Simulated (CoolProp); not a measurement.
Properties of nitrous oxide along the isobar 5.96 bar.

Values from CoolProp's reference Helmholtz-energy equation of state, Lemmon 2006. It is a short technical equation, of lower accuracy than the large ones.

```json
[
 {"T (°C)": "-4.45", "phase": "gas", "density (kg/m³)": "12.31", "cv (kJ/(kg K))": "0.6769", "isothermal compressibility (1/MPa)": "1.762", "expansivity (1/kK)": "4.314", "fugacity coefficient": "…"},
 {"T (°C)": "4.95", "phase": "gas", "density (kg/m³)": "…", "cv (kJ/(kg K))": "0.6837", "isothermal compressibility (1/MPa)": "…", "expansivity (1/kK)": "4.101", "fugacity coefficient": "0.9603"},
 {"T (°C)": "14.45", "phase": "gas", "density (kg/m³)": "11.39", "cv (kJ/(kg K))": "0.6912", "isothermal compressibility (1/MPa)": "1.744", "expansivity (1/kK)": "3.911", "fugacity coefficient": "0.9643"},
 {"T (°C)": "23.85", "phase": "gas", "density (kg/m³)": "…", "cv (kJ/(kg K))": "0.6989", "isothermal compressibility (1/MPa)": "1.737", "expansivity (1/kK)": "3.744", "fugacity coefficient": "…"},
 {"T (°C)": "33.25", "phase": "gas", "density (kg/m³)": "10.61", "cv (kJ/(kg K))": "…", "isothermal compressibility (1/MPa)": "1.731", "expansivity (1/kK)": "3.593", "fugacity coefficient": "0.9708"},
 {"T (°C)": "42.65", "phase": "gas", "density (kg/m³)": "10.27", "cv (kJ/(kg K))": "0.7148", "isothermal compressibility (1/MPa)": "1.725", "expansivity (1/kK)": "3.456", "fugacity coefficient": "0.9734"},
 {"T (°C)": "52.15", "phase": "gas", "density (kg/m³)": "9.943", "cv (kJ/(kg K))": "0.7229", "isothermal compressibility (1/MPa)": "1.721", "expansivity (1/kK)": "3.330", "fugacity coefficient": "0.9758"},
 {"T (°C)": "61.55", "phase": "gas", "density (kg/m³)": "9.642", "cv (kJ/(kg K))": "0.7309", "isothermal compressibility (1/MPa)": "1.717", "expansivity (1/kK)": "3.215", "fugacity coefficient": "0.9780"},
 {"T (°C)": "70.95", "phase": "gas", "density (kg/m³)": "9.360", "cv (kJ/(kg K))": "0.7388", "isothermal compressibility (1/MPa)": "1.713", "expansivity (1/kK)": "3.109", "fugacity coefficient": "0.9799"},
 {"T (°C)": "80.35", "phase": "gas", "density (kg/m³)": "9.095", "cv (kJ/(kg K))": "0.7466", "isothermal compressibility (1/MPa)": "1.710", "expansivity (1/kK)": "3.010", "fugacity coefficient": "0.9816"},
 {"T (°C)": "89.75", "phase": "gas", "density (kg/m³)": "8.845", "cv (kJ/(kg K))": "0.7543", "isothermal compressibility (1/MPa)": "1.707", "expansivity (1/kK)": "2.919", "fugacity coefficient": "0.9831"},
 {"T (°C)": "99.25", "phase": "gas", "density (kg/m³)": "8.607", "cv (kJ/(kg K))": "0.7620", "isothermal compressibility (1/MPa)": "1.705", "expansivity (1/kK)": "2.832", "fugacity coefficient": "0.9845"},
 {"T (°C)": "108.65", "phase": "gas", "density (kg/m³)": "8.384", "cv (kJ/(kg K))": "0.7696", "isothermal compressibility (1/MPa)": "1.702", "expansivity (1/kK)": "2.752", "fugacity coefficient": "0.9858"}
]
```

**Question.** Fill in the missing entries.

**Answer.** 
- -4.45, fugacity coefficient: 0.9558
- 4.95, density (kg/m³): 11.83
- 4.95, isothermal compressibility (1/MPa): 1.752
- 23.85, density (kg/m³): 10.99
- 23.85, fugacity coefficient: 0.9677
- 33.25, cv (kJ/(kg K)): 0.7068
